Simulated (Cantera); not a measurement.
Charge: 1 mol n-butane, 0.02 mol NH₃, at 950 K and 1900000 Pa.

Method: chemical equilibrium by Gibbs-energy minimisation in Cantera with the NASA 1993 tables (ideal gas, pure condensed phases). The numbers say what is thermodynamically allowed, not how fast it happens.

```tsv
species	before	after
H₂	0.424	0.879
CH₄	0.573	0.119
N₂	0.00300	0.00221
C₂H₆	8.59e-5	1.79e-6
NH₃	0.000237	2.93e-5
C(graphite), mol	2.16	3.46
```
Gas species are given as mole fractions.

Question: Name the change that produced these shifts.
(A) temperature from 950 K to 848 K
(B) NH₃ from 0.02 to 2.5 mol
(C) NH₃ from 0.02 to 0.053 mol
(D) pressure from 1900000 Pa to 92000 Pa

Answer: D, pressure from 1900000 Pa to 92000 Pa
